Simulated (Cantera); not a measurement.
A closed system holds: 1 mol FeS2, 1.4 mol H2S, 8.7 mol O2, at 0.0290 bar.

Equilibrium computed with Cantera from the NASA thermochemical tables; the gas is ideal and each condensed phase is pure. Candidate condensed phases: Fe, FeO, Fe(OH)2, Fe(OH)3, FeS, FeSO4, FeS2, Fe2O3, Fe2(SO4)3, Fe3O4, H2O, H2SO4, S; 22 gas species. The numbers say what is thermodynamically allowed, not how fast it happens.

x: gas mole fraction; n: condensed amount in mol.

```tsv
T (°C)	x O2	x SO2	x SO3	x H2O	x H2SO4	x OH	n Fe2(SO4)3(s)	n Fe2O3(s)	n Fe3O4(s)
350	0.399	0.00136	0.341	0.250	0.00914	(withheld)	0.500	0	0
500	0.409	0.0467	0.294	0.251	0.000232	(withheld)	0.500	0	0
650	0.405	0.277	0.145	0.174	7.71e-6	(withheld)	0	0.500	0
800	0.436	0.366	0.0335	0.165	3.30e-7	(withheld)	0	0.500	0
950	0.442	0.386	0.00936	0.163	2.74e-8	(withheld)	0	0.500	0
1100	0.444	0.390	0.00337	0.162	3.94e-9	(withheld)	0	0.500	0
1250	0.445	0.392	0.00148	0.162	8.48e-10	(withheld)	0	0.500	0
1400	0.450	0.389	0.000753	0.160	2.41e-10	(withheld)	0	0	0.333
1550	0.449	0.388	0.000430	0.159	8.62e-11	(withheld)	0	0	0.333
```

### Question
Fill in the missing entries.

### Answer

- 350, x OH: 3.89e-12
- 500, x OH: 1.69e-9
- 650, x OH: 8.47e-8
- 800, x OH: 1.62e-6
- 950, x OH: 1.51e-5
- 1100, x OH: 8.70e-5
- 1250, x OH: 0.000354
- 1400, x OH: 0.00112
- 1550, x OH: 0.00292
